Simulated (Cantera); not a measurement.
A Cantera script and what it prints.

```python
import numpy as np
import cantera as ct

gas_names = """
    O O2 O3 S SO SO2 SO3 S2 S2O S8
""".split()
cond_names = """
    S(cr1) S(cr2) S(L)
""".split()


# ... load() reads the species with a 1 bar reference pressure and builds the phases ...
atoms = {
    'S': {'S': 1},
    'SO2': {'S': 1, 'O': 2},
    'O2': {'O': 2},
}
top_T = {}  # K; cautious upper limits of use, not melting points


# ... equilibrate(T, P, feed) seeds the gas with the atoms and calls Mixture.equilibrate('TP', solver="vcs", rtol=1e-11, max_steps=5000) ...
results = []
feed = {'S': 1, 'SO2': 0.2, 'O2': 0.14}  # mol
T = 2975  # K
P = 5200  # Pa
mix = equilibrate(T, P, feed)
results.append((T, P, feed, dict(zip(mix.species_names, mix.species_moles))))
x = sorted(zip(gas.X, gas.species_names), reverse=True)
print(f"T = {T:g} K  P = {P:g} Pa  gas = {mix.phase_moles(0):.4g} mol")
print("   x: " + "  ".join(f"{s} {v:.3e}" for v, s in x if v > 0.001))
print("   condensed (mol): " + ("  ".join(f"{mix.phase(i).name} {mix.phase_moles(i):.4g}"
      for i in range(1, mix.n_phases) if mix.phase_moles(i) > 1e-12) or "none"))
```

It prints:

```
T = 2975 K  P = 5200 Pa  gas = 1.099 mol
   x: SO 3.978e-01  S 3.575e-01  S2 1.204e-01  SO2 9.325e-02  O 2.641e-02  O2 3.363e-03  S2O 1.233e-03
   condensed (mol): none
```

Method: chemical equilibrium by Gibbs-energy minimisation in Cantera with the NASA 1993 tables (ideal gas, pure condensed phases).
